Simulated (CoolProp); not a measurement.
Vapour-liquid equilibrium of n-hexane (1) + cyclohexane (2) at 368.4 K; x and y are mole fractions of (1).

The numbers come from the multi-fluid Helmholtz-energy mixture model, Thol 2019 and Zhou 2014; pair parameters Bell 2016 in CoolProp.

| x | bubble pressure, mixture model (MPa) | bubble pressure, Raoult's law (MPa) | y, mixture model | y, Raoult's law |
|---|---|---|---|---|
| 0.05 | 0.1579 | 0.1569 | 0.073 | 0.069 |
| 0.2 | 0.1694 | 0.1665 | 0.266 | 0.261 |
| 0.35 | 0.1798 | 0.1761 | 0.431 | 0.433 |
| 0.5 | 0.1893 | 0.1857 | 0.578 | 0.586 |
| 0.65 | 0.1982 | 0.1953 | 0.713 | 0.724 |
| 0.8 | 0.2067 | 0.2049 | 0.840 | 0.850 |
| 0.95 | 0.2150 | 0.2145 | 0.961 | 0.964 |

The largest gap from Raoult's law is +2.1 % in bubble pressure, at x = 0.35. No azeotrope shows between x = 0.05 and 0.95.

Pair parameters are fitted to limited data, so mixtures are less certain than the pure fluids.
